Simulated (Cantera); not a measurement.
Input: 1 mol Fe(CO)5, 0.19 mol CO, 12 mol H2, at 130 Pa.

Equilibrium computed with Cantera from the NASA thermochemical tables; the gas is ideal and each condensed phase is pure. Candidate condensed phases: C, C6H6, C7H8, C8H18, Fe, Fe(CO)5, FeO, Fe(OH)2, Fe(OH)3, Fe2O3, Fe3O4, H2O; 114 gas species. Rates play no part.

x: gas mole fraction; n: condensed amount in mol.

| T (°C) | x H2 | x CO | x H | x Fe | x CH4 | n Fe(α) | n Fe(γ) |
|---|---|---|---|---|---|---|---|
| 902 | 0.698 | 0.302 | (withheld) | 1.62e-8 | 1.21e-5 | 1.00 | 0 |
| 952 | 0.698 | 0.302 | (withheld) | 8.67e-8 | 7.52e-6 | 0 | 1.000 |
| 1002 | 0.698 | 0.302 | (withheld) | 4.06e-7 | 4.69e-6 | 0 | 1.000 |
| 1052 | 0.698 | 0.302 | (withheld) | 1.69e-6 | 2.94e-6 | 0 | 1.000 |
| 1102 | 0.698 | 0.302 | (withheld) | 6.32e-6 | 1.82e-6 | 0 | 1.000 |
| 1152 | 0.698 | 0.302 | (withheld) | 2.15e-5 | 1.10e-6 | 0 | 1.000 |
| 1202 | 0.698 | 0.302 | (withheld) | 6.72e-5 | 6.58e-7 | 0 | 0.999 |
| 1252 | 0.697 | 0.302 | (withheld) | 0.000195 | 3.95e-7 | 0 | 0.997 |

Question: What belongs in the gaps?

Answer: 
- 902, x H: 2.84e-6
- 952, x H: 7.22e-6
- 1002, x H: 1.71e-5
- 1052, x H: 3.79e-5
- 1102, x H: 7.94e-5
- 1152, x H: 0.000158
- 1202, x H: 0.000300
- 1252, x H: 0.000548
